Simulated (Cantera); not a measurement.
A freely propagating, adiabatic, planar premixed flame of 12.0 % CH4, 18.5 % O2, 69.5 % N2, unburnt at 350 K and 1.30 bar; mixture-averaged transport, grid criteria slope 0.08 and curve 0.16, no radiation.

Cantera simulation using GRI-Mech 3.0 (53 species, 325 reactions); the numbers are that mechanism's predictions, not measurements. Burning velocities carry a grid error of a few per cent, more on coarse grids.

### Question
Predict: laminar burning velocity; thermal thickness; peak x(C2H); peak x(H); peak x(OH).

### Answer
```
Quantity                      Value
------------------------  ---------
laminar burning velocity  28.6 cm/s
thermal thickness          0.482 mm
peak x(C2H)                 9.80e-7
peak x(H)                   0.00526
peak x(OH)                  0.00234
```
